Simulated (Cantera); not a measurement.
Cantera run:

```python
import numpy as np
import cantera as ct

gas_names = """
    F F2 H HF H2 H2F2 H3F3 H4F4 H5F5 H6F6 H7F7 Pb PbF PbF2 PbF4 Pb2
""".split()
cond_names = """
    Pb(cr) Pb(L) PbF2(a) PbF2(b) PbF2(L)
""".split()


# ... load() reads the species with a 1 bar reference pressure and builds the phases ...
atoms = {
    'PbF2': {'Pb': 1, 'F': 2},
    'H2': {'H': 2},
}
top_T = {}  # K; cautious upper limits of use, not melting points


# ... equilibrate(T, P, feed) seeds the gas with the atoms and calls Mixture.equilibrate('TP', solver="vcs", rtol=1e-11, max_steps=5000) ...
results = []
feed = {'PbF2': 1, 'H2': 60}  # mol
T = 898  # K
for P in [0.1, 1, 10, 100, 1000, 10000, 100000]:
    mix = equilibrate(T, P, feed)
    results.append((T, P, feed, dict(zip(mix.species_names, mix.species_moles))))

top = {s: max(r[3][s] / sum(r[3][g] for g in gas_names) for r in results) for s in gas_names}
cols = sorted((s for s in top if top[s] > 1e-05), key=lambda s: -top[s])[:7]
seen = [c for c in cond_names if any(r[3].get(c, 0) > 1e-12 for r in results)]
print("log10 of partial pressures in bar; condensed amounts in mol")
print(f"{'P/Pa':>10s}" + "".join(f"{s[:9]:>10s}" for s in cols + seen))
for T, P, feed, n in results:
    ng = sum(n[g] for g in gas_names)
    print(f"{P:10.4g}" + "".join(f"{np.log10(max(n[s] / ng * P / 1e5, 1e-99)):10.3f}" for s in cols)
          + "".join(f"{n.get(c, 0):10.4g}" for c in seen))
```

Output:

```
log10 of partial pressures in bar; condensed amounts in mol
      P/Pa        H2        HF        Pb     Pb(L)
       0.1    -6.022    -7.491    -7.792         0
         1    -5.022    -6.491    -6.792         0
        10    -4.020    -5.490    -5.888    0.1996
       100    -3.015    -4.485    -5.888    0.9209
      1000    -2.015    -3.484    -5.888    0.9921
     1e+04    -1.014    -2.484    -5.888    0.9992
     1e+05    -0.014    -1.484    -5.888    0.9999
```

These are equilibrium values from Cantera (NASA tables, ideal gas, pure condensed phases), not measurements of a reactor.
